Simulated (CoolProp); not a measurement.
A single-stage vapour-compression cycle with the fluid: evaporating at 312.15 K (dew point), condensing at 342.15 K (bubble point), superheat 8 K, subcooling 5 K, compressor efficiency 0.65, no pressure losses. The same conditions are run with several fluids, on thermodynamics alone (safety and materials aside).

Computed with CoolProp (reference Helmholtz-energy equation of state of each fluid (R21: Platzer 1990; CH2F2 (R32): Tillner-Roth 1997; n-perfluoropentane: Gao 2022; R141b: Lemmon 2006; cyclopentane: Gedanitz 2015; R114: Platzer 1990)). The equations of Platzer and Polt are older, rougher fits.

**Question.** Rank R21, CH2F2 (R32), n-perfluoropentane, R141b, cyclopentane, R114 by cooling COP, highest first.

**Answer.** cyclopentane (6.37), R141b (6.31), R21 (6.22), R114 (5.99), n-perfluoropentane (5.72), CH2F2 (R32) (4.87)

```csv
fluid,pressure ratio,discharge temperature (K),refrigerating effect (kJ/kg),volumetric capacity (kJ/m³)
R21,2.29,375.5,200,2370
CH2F2 (R32),1.97,377.9,197,12900
n-perfluoropentane,2.50,342.2,66.9,1110
R141b,2.46,361.4,196,1150
cyclopentane,2.60,362.5,358,692
R114,2.20,349.4,102,2360
```

The compression ends wet for: n-perfluoropentane.
